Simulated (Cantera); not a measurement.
# MgSO4 + C + O2 (calcination and drying)

Charge: 1 mol MgSO4, 0.22 mol C, 15 mol O2, at 1373 K.

Method: chemical equilibrium by Gibbs-energy minimisation in Cantera with the NASA 1993 tables (ideal gas, pure condensed phases). Candidate condensed phases: C, Mg, MgCO3, MgO, MgS, MgSO4, S; 26 gas species. Mutual solubility and eutectic melting of coexisting phases are not modelled. Rates play no part.

From 10.0 Pa to 1.90 bar the condensed part is MgO(s). At 10.0 bar the condensed part is MgO(s) + MgSO4(s).

```json
[
 {"P (Pa)": "10", "x O2": "0.926", "x SO2": "0.0606", "x CO2": "0.0133", "x SO3": "4.43e-5", "x O": "5.93e-5", "x CO": "8.45e-7", "x SO": "2.35e-7", "x O3": "9.56e-12", "n MgO(s)": "1.00", "n MgSO4(s)": "0"},
 {"P (Pa)": "52", "x O2": "0.926", "x SO2": "0.0605", "x CO2": "0.0133", "x SO3": "0.000101", "x O": "2.60e-5", "x CO": "3.71e-7", "x SO": "1.03e-7", "x O3": "2.18e-11", "n MgO(s)": "1.00", "n MgSO4(s)": "0"},
 {"P (Pa)": "270", "x O2": "0.926", "x SO2": "0.0604", "x CO2": "0.0133", "x SO3": "0.000230", "x O": "1.14e-5", "x CO": "1.63e-7", "x SO": "4.52e-8", "x O3": "4.97e-11", "n MgO(s)": "1.00", "n MgSO4(s)": "0"},
 {"P (Pa)": "1400", "x O2": "0.926", "x SO2": "0.0601", "x CO2": "0.0133", "x SO3": "0.000520", "x O": "5.01e-6", "x CO": "7.15e-8", "x SO": "1.97e-8", "x O3": "1.13e-10", "n MgO(s)": "1.00", "n MgSO4(s)": "0"},
 {"P (Pa)": "7200", "x O2": "0.926", "x SO2": "0.0595", "x CO2": "0.0133", "x SO3": "0.00117", "x O": "2.21e-6", "x CO": "3.15e-8", "x SO": "8.61e-9", "x O3": "2.56e-10", "n MgO(s)": "1.00", "n MgSO4(s)": "0"},
 {"P (Pa)": "37000", "x O2": "0.926", "x SO2": "0.0581", "x CO2": "0.0134", "x SO3": "0.00259", "x O": "9.75e-7", "x CO": "1.39e-8", "x SO": "3.71e-9", "x O3": "5.81e-10", "n MgO(s)": "1.00", "n MgSO4(s)": "0"},
 {"P (Pa)": "190000", "x O2": "0.926", "x SO2": "0.0552", "x CO2": "0.0134", "x SO3": "0.00557", "x O": "4.30e-7", "x CO": "6.15e-9", "x SO": "1.56e-9", "x O3": "1.32e-9", "n MgO(s)": "1.00", "n MgSO4(s)": "0"},
 {"P (Pa)": "1000000", "x O2": "0.966", "x SO2": "0.0160", "x CO2": "0.0143", "x SO3": "0.00378", "x O": "1.92e-7", "x CO": "2.80e-9", "x SO": "1.93e-10", "x O3": "3.22e-9", "n MgO(s)": "0.305", "n MgSO4(s)": "0.695"}
]
```
x: gas mole fraction; n: condensed amount in mol.
